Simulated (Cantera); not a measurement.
A closed system holds: 1 mol BF3, 4.6 mol H2, 0.37 mol N2, 2.5 mol H2O, equilibrated at 2273 K and 53.0 Pa.

These are equilibrium values from Cantera (NASA tables, ideal gas, pure condensed phases), not measurements of a reactor. Equilibrium is a limit: real reactors are often held back by kinetics, nucleation or transport.

```tsv
species	before	after
H2	0.332	0.314
H	0.210	0.205
HF	0.209	0.200
H2O	0.106	0.140
BOF	0.0703	0.0616
OH	0.0104	0.0141
HBO2	0.0153	0.0184
N2	0.0343	0.0322
O2	0.000604	0.00117
O	0.00452	0.00630
NO	0.000166	0.000224
BO2	0.00180	0.00223
HBO	0.000612	0.000528
BO	0.00444	0.00394
```
Gas species are given as mole fractions.

### Question
Name the change that produced these shifts.
A. H2O from 2.5 to 3.1 mol
B. temperature from 2273 K to 2373.15 K
C. temperature from 2273 K to 1423 K
D. H2 from 4.6 to 1.1 mol

### Answer
A, H2O from 2.5 to 3.1 mol
